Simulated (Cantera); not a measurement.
## Carbothermic reduction: Fe₃O₄ + CH₄ + H₂

Feed: 1 mol Fe₃O₄, 4.1 mol CH₄, 3.8 mol H₂, held at 0.810 bar.

These are equilibrium values from Cantera (NASA tables, ideal gas, pure condensed phases), not measurements of a reactor. Candidate condensed phases: C, C₆H₆, C₇H₈, C₈H₁₈, Fe, Fe(CO)₅, FeO, Fe(OH)₂, Fe(OH)₃, Fe₂O₃, Fe₃O₄, H₂O; 114 gas species. Iron dissolves carbon and melts from about 1420 K in contact with it, which pure phases cannot show. Condensed phases not in the tables: cementite and carbon dissolved in iron. The numbers say what is thermodynamically allowed, not how fast it happens.

| T (°C) | x H₂ | x CO | x CH₄ | x H | n C(graphite) | n Fe(γ) | n Fe(δ) | n Fe(l) |
|---|---|---|---|---|---|---|---|---|
| 1075 | 0.747 | 0.250 | 0.00263 | 2.22e-6 | 0.0744 | 3.00 | 0 | 0 |
| 1125 | 0.747 | 0.250 | 0.00198 | 4.55e-6 | 0.0789 | 3.00 | 0 | 0 |
| 1175 | 0.748 | 0.250 | 0.00151 | 8.86e-6 | 0.0827 | 3.00 | 0 | 0 |
| 1225 | 0.748 | 0.250 | 0.00118 | 1.65e-5 | 0.0857 | 3.00 | 0 | 0 |
| 1275 | 0.749 | 0.250 | 0.000932 | 2.96e-5 | 0.0880 | 3.00 | 0 | 0 |
| 1325 | 0.749 | 0.250 | 0.000748 | 5.12e-5 | 0.0897 | 3.00 | 0 | 0 |
| 1375 | 0.749 | 0.250 | 0.000609 | 8.56e-5 | 0.0909 | 3.00 | 0 | 0 |
| 1425 | 0.749 | 0.250 | 0.000502 | 0.000139 | 0.0915 | 0 | 3.00 | 0 |
| 1475 | 0.749 | 0.250 | 0.000418 | 0.000220 | 0.0915 | 0 | 3.00 | 0 |
| 1525 | 0.749 | 0.250 | 0.000352 | 0.000339 | 0.0909 | 0 | 3.00 | 0 |
| 1575 | 0.749 | 0.250 | 0.000299 | 0.000510 | 0.0895 | 0 | 0 | 3.00 |
| 1625 | 0.749 | 0.250 | 0.000257 | 0.000751 | 0.0872 | 0 | 0 | 3.00 |
| 1675 | 0.748 | 0.250 | 0.000222 | 0.00109 | 0.0837 | 0 | 0 | 3.00 |
| 1725 | 0.747 | 0.250 | 0.000193 | 0.00154 | 0.0788 | 0 | 0 | 2.99 |
x: gas mole fraction; n: condensed amount in mol.

From 1075 °C to 1375 °C the condensed part is C(graphite) + Fe(γ). From 1425 °C to 1525 °C the condensed part is C(graphite) + Fe(δ). From 1575 °C to 1725 °C the condensed part is C(graphite) + Fe(l).
